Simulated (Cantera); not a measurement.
What does this Cantera script print?

```python
import numpy as np
import cantera as ct

gas_names = [...]  # 91 gases of nasa_gas.yaml made of C, Cl, H
cond_names = """
    C(gr) C6H6(L) C7H8(L) C8H18(L),n-octa
""".split()


# ... load() reads the species with a 1 bar reference pressure and builds the phases ...
atoms = {
    'CH3Cl': {'C': 1, 'H': 3, 'CL': 1},
    'H2': {'H': 2},
}
top_T = {'C(gr)': 4500}  # K; cautious upper limits of use, not melting points


# ... equilibrate(T, P, feed) seeds the gas with the atoms and calls Mixture.equilibrate('TP', solver="vcs", rtol=1e-11, max_steps=5000) ...
results = []
feed = {'CH3Cl': 1, 'H2': 0.31}  # mol
for P in [1, 3.6, 13, 46, 170, 600, 2200, 7700, 28000, 100000]:
    for T in [950, 1100, 1250, 1400, 1550, 1700, 1850, 2000, 2150, 2300, 2450, 2600, 2750, 2900]:
        mix = equilibrate(T, P, feed)
        results.append((T, P, feed, dict(zip(mix.species_names, mix.species_moles))))

for T, P, feed, n in results:
    print(f"{T:7g} {P:10.4g}  " + (" + ".join(c for c in cond_names if n.get(c, 0) > 1e-12) or "gas only"))
```

Result:

```
    950          1  C(gr)
   1100          1  C(gr)
   1250          1  C(gr)
   1400          1  C(gr)
   1550          1  C(gr)
   1700          1  C(gr)
   1850          1  C(gr)
   2000          1  C(gr)
   2150          1  C(gr)
   2300          1  C(gr)
   2450          1  C(gr)
   2600          1  gas only
   2750          1  gas only
   2900          1  gas only
    950        3.6  C(gr)
   1100        3.6  C(gr)
   1250        3.6  C(gr)
   1400        3.6  C(gr)
   1550        3.6  C(gr)
   1700        3.6  C(gr)
   1850        3.6  C(gr)
   2000        3.6  C(gr)
   2150        3.6  C(gr)
   2300        3.6  C(gr)
   2450        3.6  C(gr)
   2600        3.6  gas only
   2750        3.6  gas only
   2900        3.6  gas only
    950         13  C(gr)
   1100         13  C(gr)
   1250         13  C(gr)
   1400         13  C(gr)
   1550         13  C(gr)
   1700         13  C(gr)
   1850         13  C(gr)
   2000         13  C(gr)
   2150         13  C(gr)
   2300         13  C(gr)
   2450         13  C(gr)
   2600         13  C(gr)
   2750         13  gas only
   2900         13  gas only
    950         46  C(gr)
   1100         46  C(gr)
   1250         46  C(gr)
   1400         46  C(gr)
   1550         46  C(gr)
   1700         46  C(gr)
   1850         46  C(gr)
   2000         46  C(gr)
   2150         46  C(gr)
   2300         46  C(gr)
   2450         46  C(gr)
   2600         46  C(gr)
   2750         46  C(gr)
   2900         46  gas only
    950        170  C(gr)
   1100        170  C(gr)
   1250        170  C(gr)
   1400        170  C(gr)
   1550        170  C(gr)
   1700        170  C(gr)
   1850        170  C(gr)
   2000        170  C(gr)
   2150        170  C(gr)
   2300        170  C(gr)
   2450        170  C(gr)
   2600        170  C(gr)
   2750        170  C(gr)
   2900        170  gas only
    950        600  C(gr)
   1100        600  C(gr)
   1250        600  C(gr)
   1400        600  C(gr)
   1550        600  C(gr)
   1700        600  C(gr)
   1850        600  C(gr)
   2000        600  C(gr)
   2150        600  C(gr)
   2300        600  C(gr)
   2450        600  C(gr)
   2600        600  C(gr)
   2750        600  C(gr)
   2900        600  C(gr)
    950       2200  C(gr)
   1100       2200  C(gr)
   1250       2200  C(gr)
   1400       2200  C(gr)
   1550       2200  C(gr)
   1700       2200  C(gr)
   1850       2200  C(gr)
   2000       2200  C(gr)
   2150       2200  C(gr)
   2300       2200  C(gr)
   2450       2200  C(gr)
   2600       2200  C(gr)
   2750       2200  C(gr)
   2900       2200  C(gr)
    950       7700  C(gr)
   1100       7700  C(gr)
   1250       7700  C(gr)
   1400       7700  C(gr)
   1550       7700  C(gr)
   1700       7700  C(gr)
   1850       7700  C(gr)
   2000       7700  C(gr)
   2150       7700  C(gr)
   2300       7700  C(gr)
   2450       7700  C(gr)
   2600       7700  C(gr)
   2750       7700  C(gr)
   2900       7700  C(gr)
    950    2.8e+04  C(gr)
   1100    2.8e+04  C(gr)
   1250    2.8e+04  C(gr)
   1400    2.8e+04  C(gr)
   1550    2.8e+04  C(gr)
   1700    2.8e+04  C(gr)
   1850    2.8e+04  C(gr)
   2000    2.8e+04  C(gr)
   2150    2.8e+04  C(gr)
   2300    2.8e+04  C(gr)
   2450    2.8e+04  C(gr)
   2600    2.8e+04  C(gr)
   2750    2.8e+04  C(gr)
   2900    2.8e+04  C(gr)
    950      1e+05  C(gr)
   1100      1e+05  C(gr)
   1250      1e+05  C(gr)
   1400      1e+05  C(gr)
   1550      1e+05  C(gr)
   1700      1e+05  C(gr)
   1850      1e+05  C(gr)
   2000      1e+05  C(gr)
   2150      1e+05  C(gr)
   2300      1e+05  C(gr)
   2450      1e+05  C(gr)
   2600      1e+05  C(gr)
   2750      1e+05  C(gr)
   2900      1e+05  C(gr)
```

These are equilibrium values from Cantera (NASA tables, ideal gas, pure condensed phases), not measurements of a reactor.
